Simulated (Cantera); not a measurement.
## Hydrocarbon pyrolysis for carbon deposition

A perfectly stirred reactor is fed with C₂H₄ : H₂ = 1 : 1.2 (molar parts), at 20.0 Torr; it is held at 1498 K, and followed from long to short residence time.

Cantera simulation using GRI-Mech 3.0 (53 species, 325 reactions); the numbers are that mechanism's predictions, not measurements. GRI-Mech 3.0 was tuned for natural gas; its chemistry of ethylene as a main component is partial and can be far from experiment. GRI-Mech 3.0 stops at C3 and has no aromatics, soot or wall deposition, so with more carbon than oxygen in the feed, carbon stays in small species such as C2H2 where larger ones or solid carbon would form. Radical loss at walls, strong at low pressure, is not modelled.

```json
[
 {"τ (s)": "0.93", "x C₂H₄": "0.0538", "x H₂": "0.670", "x H": "2.19e-5", "x CH₂": "2.63e-10", "x CH₄": "0.000549", "x C₂H₆": "2.18e-6", "x C₂H₂": "0.275"},
 {"τ (s)": "0.31", "x C₂H₄": "0.156", "x H₂": "0.639", "x H": "1.40e-5", "x CH₂": "4.93e-10", "x CH₄": "0.000328", "x C₂H₆": "4.28e-6", "x C₂H₂": "0.205"},
 {"τ (s)": "0.10", "x C₂H₄": "0.300", "x H₂": "0.594", "x H": "9.80e-6", "x CH₂": "7.13e-10", "x CH₄": "0.000131", "x C₂H₆": "5.54e-6", "x C₂H₂": "0.106"},
 {"τ (s)": "0.034", "x C₂H₄": "0.396", "x H₂": "0.564", "x H": "6.71e-6", "x CH₂": "6.77e-10", "x CH₄": "3.42e-5", "x C₂H₆": "4.40e-6", "x C₂H₂": "0.0402"},
 {"τ (s)": "0.011", "x C₂H₄": "0.439", "x H₂": "0.550", "x H": "3.01e-6", "x CH₂": "3.43e-10", "x CH₄": "3.87e-6", "x C₂H₆": "1.59e-6", "x C₂H₂": "0.0110"},
 {"τ (s)": "0.0037", "x C₂H₄": "0.450", "x H₂": "0.547", "x H": "9.53e-7", "x CH₂": "1.10e-10", "x CH₄": "2.32e-7", "x C₂H₆": "2.87e-7", "x C₂H₂": "0.00314"},
 {"τ (s)": "0.0012", "x C₂H₄": "0.453", "x H₂": "0.546", "x H": "2.97e-7", "x CH₂": "3.31e-11", "x CH₄": "1.10e-8", "x C₂H₆": "4.17e-8", "x C₂H₂": "0.000956"},
 {"τ (s)": "0.00040", "x C₂H₄": "0.454", "x H₂": "0.546", "x H": "9.86e-8", "x CH₂": "9.70e-12", "x CH₄": "5.87e-10", "x C₂H₆": "6.80e-9", "x C₂H₂": "0.000312"}
]
```
x: mole fraction; the columns are a selection and need not sum to one.
